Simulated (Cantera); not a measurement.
Charge: 1 mol Si, 0.73 mol H2, at 748 K and 0.100 bar.

These are equilibrium values from Cantera (NASA tables, ideal gas, pure condensed phases), not measurements of a reactor. Candidate condensed phases: Si; 9 gas species. Kinetics and transport are ignored.

Q: What is the equilibrium state?

A: 
- x(H2): 1.00
- n(Si(s)): 1.00 mol
- gas amount: 0.7300 mol
